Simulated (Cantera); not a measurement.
Cantera run, input and output.

```python
import numpy as np
import cantera as ct

gas = ct.Solution("gri30.yaml")
gas.TPX = 1298, 1333, {'H2': 0.24, 'O2': 1}
reactor = ct.IdealGasConstPressureReactor(gas, energy="off", clone=False)
net = ct.ReactorNet([reactor])
net.rtol, net.atol = 1e-08, 1e-18
show = ['H2', 'O2', 'HO2', 'H2O', 'O']
times = np.geomspace(2e-06, 20, 13)

steps = ct.SolutionArray(gas, extra=["t"])
rows = []
print(f"{'t/s':>10s}{'T/K':>9s}{'P/Pa':>11s}" + "".join(f"{s:>11s}" for s in show))
for t in times:
    while net.time < t:
        t_next = net.step()
        steps.append(gas.state, t=t_next)
    rows.append([np.interp(t, steps.t, y) for y in (steps.T, steps.P, *steps(*show).X.T)])
    print(f"{t:10.3e}{rows[-1][0]:9.1f}{rows[-1][1]:11.4g}" + "".join(f"{x:11.3e}" for x in rows[-1][2:]))
rate = np.gradient(steps.T, steps.t)
print("integrator steps:", len(steps.t))
if steps.T.max() > steps.T[0] + 200:
    print(f"time of steepest temperature rise: {steps.t[rate.argmax()]:.4e} s")
gas.TPX = 1298, 1333, {'H2': 0.24, 'O2': 1}
gas.equilibrate("TP")
print(f"equilibrium (TP): T = {gas.T:.1f} K  " + "  ".join(f"{s} {gas[s].X[0]:.3e}" for s in show))
```

It prints:

```
       t/s      T/K       P/Pa         H2         O2        HO2        H2O          O
 2.000e-06   1298.0       1333  1.935e-01  8.065e-01  1.589e-09  2.056e-12  4.493e-11
 7.662e-06   1298.0       1333  1.935e-01  8.065e-01  6.087e-09  1.043e-10  6.065e-10
 2.936e-05   1298.0       1333  1.935e-01  8.065e-01  2.332e-08  4.416e-09  7.229e-09
 1.125e-04   1298.0       1333  1.935e-01  8.065e-01  8.943e-08  1.933e-07  1.125e-07
 4.309e-04   1298.0       1333  1.933e-01  8.063e-01  5.271e-07  1.760e-04  7.347e-05
 1.651e-03   1298.0       1333  8.987e-03  6.891e-01  6.621e-06  1.504e-01  8.087e-02
 6.325e-03   1298.0       1333  7.319e-03  7.127e-01  6.993e-06  1.671e-01  6.185e-02
 2.423e-02   1298.0       1333  2.947e-03  7.596e-01  6.654e-06  1.986e-01  2.239e-02
 9.283e-02   1298.0       1333  2.894e-04  7.827e-01  2.509e-06  2.122e-01  2.124e-03
 3.557e-01   1298.0       1333  2.256e-05  7.853e-01  3.642e-07  2.139e-01  1.662e-04
 1.363e+00   1298.0       1333  2.883e-06  7.856e-01  6.810e-08  2.141e-01  2.140e-05
 5.220e+00   1298.0       1333  5.430e-07  7.857e-01  3.821e-08  2.142e-01  4.052e-06
 2.000e+01   1298.0       1333  1.945e-07  7.857e-01  4.755e-08  2.142e-01  1.453e-06
integrator steps: 1911
equilibrium (TP): T = 1298.0 K  H2 1.765e-07  O2 7.857e-01  HO2 4.916e-08  H2O 2.143e-01  O 1.318e-06
```

Model: GRI-Mech 3.0 (53 species, 325 reactions), integrated in Cantera. Radical loss at walls, strong at low pressure, is not modelled. The temperature is held fixed by assumption; the heat of reaction is taken as removed at once.
